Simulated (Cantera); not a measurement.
Feed: 1 mol SiCl₄, 1.2 mol Cl₂, 9.8 mol H₂, equilibrated at 1650 K and 0.180 bar.

These are equilibrium values from Cantera (NASA tables, ideal gas, pure condensed phases), not measurements of a reactor. The tables' values for SiCl₃ are old estimates; treat these amounts as uncertain. The numbers say what is thermodynamically allowed, not how fast it happens.

```tsv
species	before	after
H₂	0.601	0.680
HCl	0.321	0.238
SiCl₂	0.0608	0.0691
SiCl₃	0.0111	0.00880
SiCl₄	0.00444	0.00246
Cl	6.95e-5	4.85e-5
SiH₂Cl₂	7.51e-5	9.65e-5
SiHCl₃	0.00140	0.00118
H	0.000166	0.000177
```
Gas species are given as mole fractions.

Q: What was changed between the two runs?
(A) temperature from 1650 K to 1123 K
(B) temperature from 1650 K to 823 K
(C) Cl₂ from 1.2 to 0.55 mol
(D) temperature from 1650 K to 825 K

A: C, Cl₂ from 1.2 to 0.55 mol
